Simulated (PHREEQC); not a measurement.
Make-up at 25 °C: 5.7 mmol/kgw HF, 0.19 mmol/kgw H2SiF6, 4.4 mmol/kgw H3PO4 and 1.2 mmol/kgw FeCl3. Closed to the air; pH follows from the charge balance.

Computed with PHREEQC (ion-association model, wateq4f.dat).

The ionic strength comes out as 0.00709 mol/kgw. What activity coefficients do Cl-, SiF6-2, F-, H2PO4-, FeH2PO4+2 get?

Cl- 0.91, SiF6-2 0.71, F- 0.91, H2PO4- 0.92, FeH2PO4+2 0.71.

Precipitation was switched off in this run. Examples of supersaturated solids here: Strengite, Hematite (slow to form). Others may be too. H3PO4, which wateq4f.dat lacks, is added to it with the constant of phreeqc.dat. SiF6-2 is the database's only silicon fluoride. Fluoro complexes past AlF4- and FeF3 are missing from the database.
